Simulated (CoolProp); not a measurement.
Saturation properties of R21 (Tc = 452.7 K, pc = 5.289 MPa, ω = 0.206).

Values from CoolProp's reference Helmholtz-energy equation of state, Platzer 1990. This equation is an older, rougher fit; its heat capacities, sound speeds and derivatives of the liquid may be far off and weren't checked against measurements.

```tsv
T (K)	p (MPa)	liquid density (kg/m³)	enthalpy of vaporisation (kJ/kg)
259.3	0.03835	1456	251.0
265.2	0.05029	1443	248.2
271.1	0.06505	1430	245.2
276.9	0.08274	1417	242.2
282.8	0.1045	1404	239.0
288.6	0.1300	1390	235.8
294.5	0.1606	1376	232.5
300.4	0.1966	1362	229.0
306.2	0.2378	1348	225.5
312.1	0.2862	1333	221.9
317.9	0.3407	1319	218.2
323.8	0.4038	1303	214.4
329.7	0.4754	1288	210.5
335.5	0.5547	1272	206.5
```

It boils at 282.0 K under 1 atm.
